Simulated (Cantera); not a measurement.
A closed system holds: 1 mol CH3Cl, 0.36 mol H2, 0.12 mol F2, equilibrated at 10.0 Torr.

Equilibrium computed with Cantera from the NASA thermochemical tables; the gas is ideal and each condensed phase is pure. Candidate condensed phases: C, C6H6, C7H8, C8H18; 118 gas species. Rates play no part. All values below are at 2652 °C.

Base state: H 0.459, H2 0.180, Cl 0.171, HCl 0.0985, HF 0.0638, C3 0.0103, C2H2 (acetylene) 0.00898, C2H 0.00351 (mole fractions); condensed: C(graphite).

What changes in the equilibrium state with this change: pressure from 10.0 Torr to 1.95 Torr?


| species | before | after |
|---|---|---|
| H | 0.459 | 0.597 |
| Cl | 0.171 | 0.188 |
| H2 | 0.180 | 0.0596 |
| HCl | 0.0985 | 0.0275 |
| C3 | 0.0103 | 0.0528 |
| HF | 0.0638 | 0.0489 |
| C | 0.00183 | 0.00938 |
| C2 | 0.00103 | 0.00529 |
| C4 | 2.79e-5 | 0.000143 |
| C(graphite), mol | 0.771 | 0.0804 |
